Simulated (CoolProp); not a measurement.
A simple Rankine cycle with R21: condensing at 315.15 K, boiler at 4.65 MPa, turbine inlet 472 K, turbine efficiency 0.8, pump efficiency 0.8, no recuperator. Each further row changes one setting.

Computed with CoolProp (reference Helmholtz-energy equation of state, Platzer 1990). This equation is an older, rougher fit; its heat capacities, sound speeds and derivatives of the liquid may be far off and weren't checked against measurements.

```json
[
 {"case": "as stated", "thermal efficiency (%)": "17.8", "net work (kJ/kg)": "…", "heat in (kJ/kg)": "281", "turbine exit temperature (K)": "330.8", "volume ratio over the turbine": "14.7"},
 {"case": "condensing temperature 307.15 K", "thermal efficiency (%)": "18.8", "net work (kJ/kg)": "…", "heat in (kJ/kg)": "…", "turbine exit temperature (K)": "321.9", "volume ratio over the turbine": "…"},
 {"case": "boiler pressure 3.25 MPa", "thermal efficiency (%)": "16.8", "net work (kJ/kg)": "50.4", "heat in (kJ/kg)": "301", "turbine exit temperature (K)": "359.6", "volume ratio over the turbine": "9.54"},
 {"case": "turbine efficiency 0.7", "thermal efficiency (%)": "15.4", "net work (kJ/kg)": "43.2", "heat in (kJ/kg)": "281", "turbine exit temperature (K)": "…", "volume ratio over the turbine": "15.3"}
]
```

Problem. Some entries are withheld; supply them.

Solution. 
- as stated, net work (kJ/kg): 50.0
- condensing temperature 307.15 K, net work (kJ/kg): 54.5
- condensing temperature 307.15 K, heat in (kJ/kg): 289
- condensing temperature 307.15 K, volume ratio over the turbine: 18.5
- turbine efficiency 0.7, turbine exit temperature (K): 340.8
